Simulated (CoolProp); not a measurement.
The numbers come from the reference Helmholtz-energy equation of state, de Reuck 1993 in CoolProp.

Task: For methanol, give the phase and the Z, fugacity coefficient at 346.85 °C and 30.8 MPa.

Result: 
- 346.85 °C and 30.8 MPa: supercritical; Z 0.540, fugacity coefficient 0.543
